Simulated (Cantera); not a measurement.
Feed: 1 mol SiO2, 6.2 mol C, 0.35 mol N2, held at 1298 K and 10.0 mbar.

These are equilibrium values from Cantera (NASA tables, ideal gas, pure condensed phases), not measurements of a reactor. Candidate condensed phases: C, Si, SiC, SiO2, Si2N2O, Si3N4; 34 gas species. N2 is the only nitrogen source here; it is nearly inert below about 1500 K, so the nitride shown seldom forms there in practice. Mutual solubility and eutectic melting of coexisting phases are not modelled. The tables hold silica as quartz up to 1696 K and as liquid above; real silica turns to tridymite and cristobalite and melts near 1996 K. The numbers say what is thermodynamically allowed, not how fast it happens.

Base state: CO 0.714, N2 0.286, CO2 2.70e-5 (mole fractions); condensed: C(graphite) + SiO2(β-quartz) + Si2N2O(s).

Q: What changes in the equilibrium state with this change: temperature from 1298 K to 1798 K?

A: 
```tsv
species	before	after
CO	0.714	0.846
N2	0.286	0.149
SiO	2.93e-6	0.00468
CO2	2.70e-5	5.41e-7
C(graphite), mol	5.72	3.22
SiO2(β-quartz), mol	0.682	0
Si2N2O(s), mol	0.159	0
SiC(s), mol	0	0.989
```
